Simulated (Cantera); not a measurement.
Tantalum, niobium, vanadium and zirconium in process gases: V + N2O + H2

Feed: 1 mol V, 0.12 mol N2O, 38 mol H2, held at 7.60e-6 bar.

These are equilibrium values from Cantera (NASA tables, ideal gas, pure condensed phases), not measurements of a reactor. Candidate condensed phases: H2O, V, VN, VO, V2O3, V2O4, V2O5; 28 gas species. Mutual solubility and eutectic melting of coexisting phases are not modelled. VO: taken at fixed stoichiometry. Condensed phases not in the tables: V2N, N, O or C dissolved in the metal. Rates play no part.

From 1450 K to 1650 K the condensed part is V(s) + VO(s). At 1750 K the condensed part is V(s). From 1850 K to 2250 K nothing is condensed. The main V-bearing gas is V throughout.

```csv
T (K),x H2,x H,x V,x N2,x VO,x VO2,x O,n V(s),n VO(s)
1450,0.993,0.00342,2.85e-6,0.00314,1.60e-6,3.47e-8,2.02e-12,0.880,0.120
1550,0.985,0.0113,4.37e-5,0.00313,2.76e-5,8.20e-7,7.34e-11,0.879,0.118
1650,0.964,0.0323,0.000477,0.00309,0.000332,1.29e-5,1.72e-9,0.864,0.105
1750,0.910,0.0805,0.00395,0.00300,0.00269,0.000120,2.54e-8,0.730,0
1850,0.799,0.175,0.0206,0.00280,0.00272,2.75e-5,5.57e-8,0,0
1950,0.643,0.333,0.0188,0.00256,0.00247,2.83e-5,4.87e-7,0,0
2050,0.436,0.543,0.0164,0.00223,0.00214,2.75e-5,3.45e-6,0,0
2150,0.237,0.745,0.0142,0.00192,0.00182,2.58e-5,2.03e-5,0,0
2250,0.106,0.878,0.0128,0.00172,0.00155,2.29e-5,9.76e-5,0,0
```
x: gas mole fraction; n: condensed amount in mol.
